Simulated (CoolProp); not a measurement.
Toluene at several states: density (kg/m³) from the reference equation and from simpler models built on Tc = 591.7 K, pc = 4126 kPa, ω = 0.266; each cubic takes its own stable root.

Model: reference Helmholtz-energy equation of state, Lemmon 2006, in CoolProp. It is a short technical equation, of lower accuracy than the large ones.

```csv
T (K),p (kPa),phase,reference,Redlich-Kwong,Soave-Redlich-Kwong,Peng-Robinson
419.9,11.5,gas,0.3045,0.3043,0.3043,0.3044
211.9,324,liquid,…,…,818.4,…
549.1,1700,gas,44.77,43.08,43.58,…
```

Problem. Some entries are withheld; supply them.

Solution. 
- 211.9, reference: 942.4
- 211.9, Redlich-Kwong: 810.7
- 211.9, Peng-Robinson: 916.9
- 549.1, Peng-Robinson: 44.49
